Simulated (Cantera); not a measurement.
A perfectly stirred reactor is fed with 69.9 % CH₄, 30.1 % CO₂, at 100000 Pa; it is held at 1600 K, and followed from long to short residence time.

Computed with Cantera and GRI-Mech 3.0 (53 species, 325 reactions). GRI-Mech 3.0 stops at C3 and has no aromatics, soot or wall deposition, so with more carbon than oxygen in the feed, carbon stays in small species such as C2H2 where larger ones or solid carbon would form.

x: mole fraction; the columns are a selection and need not sum to one.

| τ (s) | x CH₄ | x CO₂ | x O | x CH₂O | x CH₃ | x H₂O |
|---|---|---|---|---|---|---|
| 1.2 | 0.0921 | 0.0295 | 5.01e-12 | 3.86e-7 | 0.000137 | 0.107 |
| 0.45 | … | … | 5.60e-12 | … | … | … |
| 0.17 | 0.227 | 0.105 | 5.37e-12 | 1.61e-6 | 0.000307 | 0.105 |
| 0.067 | 0.343 | 0.175 | 4.25e-12 | 2.87e-6 | 0.000437 | 0.0619 |
| 0.026 | 0.469 | 0.237 | 2.80e-12 | 4.68e-6 | 0.000587 | 0.0239 |
| 0.010 | … | 0.274 | 1.64e-12 | … | … | … |
| 0.0039 | 0.642 | 0.291 | <1e-12 | 8.16e-6 | 0.000829 | 0.00136 |
| 0.0015 | 0.679 | 0.298 | <1e-12 | 7.38e-6 | 0.000797 | 0.000213 |
| 0.00057 | 0.693 | 0.300 | <1e-12 | 4.31e-6 | 0.000636 | 3.21e-5 |

Problem. Some entries are withheld; supply them.

Solution. 
- 0.45, x CH₄: 0.142
- 0.45, x CO₂: 0.0544
- 0.45, x CH₂O: 8.05e-7
- 0.45, x CH₃: 0.000204
- 0.45, x H₂O: 0.122
- 0.010, x CH₄: 0.573
- 0.010, x CH₂O: 6.77e-6
- 0.010, x CH₃: 0.000735
- 0.010, x H₂O: 0.00652
